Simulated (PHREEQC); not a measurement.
PHREEQC input (ion-association model, wateq4f.dat):

```
SOLUTION_MASTER_SPECIES
  An  An-  0  An  62.0  # stands for a non-complexing anion
SOLUTION_SPECIES
  An- = An-
    -log_k 0
    -gamma 3.0 0
PHASES
  Fix_H+
    H+ = H+
    -log_k 0
SOLUTION 1
  temp 25
  units mmol/kgw
  pH 7 charge
  Se(4) 0.0074
  Na 10.0148
  An 10
END
SELECTED_OUTPUT 1
  -reset false
  -pH true
  -pe true
  -ionic_strength true
  -water true
  -totals Na Se Se(-2) Se(4) Se(6)
  -molalities Hfo_wOH Hfo_wOH2+ Hfo_wO- Hfo_sOH Hfo_sOH2+ Hfo_sO- Hfo_wSeO3- Hfo_wOHSeO3-2
USER_PUNCH 1
  -headings sigma psi
  10 PUNCH EDL("sigma", "Hfo"), EDL("psi", "Hfo")
PRINT
  -reset false
USE solution 1
SURFACE 1
  Hfo_wOH 6.96629e-05 600 0.031
  Hfo_sOH 1.74157e-06
EQUILIBRIUM_PHASES 1
  Fix_H+ -4 HAn 10
    -force_equality true
END
# ... the last block is repeated for the other 12 points of pH, with NaOH or the acid as the point needs
```

Selected output (columns that matter, 13 of 13 rows; pH added in front):

```
pH	mu	Na	Se	m_Hfo_wOH	m_Hfo_wOH2+	m_Hfo_wO-	m_Hfo_sOH	m_Hfo_sOH2+	m_Hfo_sO-	m_Hfo_wSeO3-	m_Hfo_wOHSeO3-2	sigma	psi
4	0.010141	0.010015	2.4201e-08	1.9757e-05	4.2318e-05	2.1131e-07	5.5242e-07	1.1832e-06	5.9084e-09	5.7857e-06	1.59e-06	0.17804	0.17505
4.5	0.010062	0.010015	2.7085e-08	2.7411e-05	3.4379e-05	5.0066e-07	7.6637e-07	9.612e-07	1.3998e-08	5.0179e-06	2.355e-06	0.1302	0.15923
5	0.010034	0.010015	3.9431e-08	3.352e-05	2.7858e-05	9.2395e-07	9.37e-07	7.7874e-07	2.5828e-08	4.3088e-06	3.0518e-06	0.08962	0.14022
5.5	0.010024	0.010015	6.9697e-08	3.7867e-05	2.304e-05	1.4257e-06	1.058e-06	6.4374e-07	3.9834e-08	3.7258e-06	3.6045e-06	0.058538	0.11865
6	0.010019	0.010015	1.4289e-07	4.0777e-05	1.9695e-05	1.9341e-06	1.138e-06	5.4963e-07	5.3974e-08	3.2708e-06	3.9863e-06	0.036383	0.095008
6.5	0.010017	0.010015	3.2275e-07	4.2791e-05	1.7381e-05	2.4135e-06	1.1908e-06	4.8365e-07	6.716e-08	2.8896e-06	4.1877e-06	0.021368	0.06988
7	0.010016	0.010015	7.4684e-07	4.4516e-05	1.5581e-05	2.9137e-06	1.2304e-06	4.3064e-07	8.0533e-08	2.4808e-06	4.1723e-06	0.011369	0.044126
7.5	0.010016	0.010015	1.625e-06	4.651e-05	1.3782e-05	3.5957e-06	1.2679e-06	3.757e-07	9.8017e-08	1.9337e-06	3.8413e-06	0.0043985	0.018825
8	0.010016	0.010015	3.1262e-06	4.902e-05	1.1641e-05	4.7289e-06	1.3056e-06	3.1003e-07	1.2595e-07	1.2285e-06	3.0453e-06	-0.001159	-0.005064
8.5	0.010017	0.010015	5.1147e-06	5.1543e-05	9.2655e-06	6.5687e-06	1.3323e-06	2.3949e-07	1.6979e-07	5.3462e-07	1.7507e-06	-0.0065859	-0.027489
9	0.01003	0.010026	6.7162e-06	5.2908e-05	7.3693e-06	8.7019e-06	1.3358e-06	1.8606e-07	2.197e-07	1.3084e-07	5.5294e-07	-0.013504	-0.050514
9.5	0.010058	0.010054	7.2811e-06	5.2943e-05	6.1362e-06	1.0465e-05	1.3258e-06	1.5367e-07	2.6206e-07	1.9568e-08	9.938e-08	-0.024149	-0.07537
10	0.010137	0.010134	7.3821e-06	5.2139e-05	4.9669e-06	1.2539e-05	1.3038e-06	1.242e-07	3.1355e-07	2.4902e-09	1.5387e-08	-0.040436	-0.099909
```

Complexes and solids missing from the database can't appear. The database's selenite sorption wasn't checked against measurements; a fall in acid may be a fault of its surface constants.
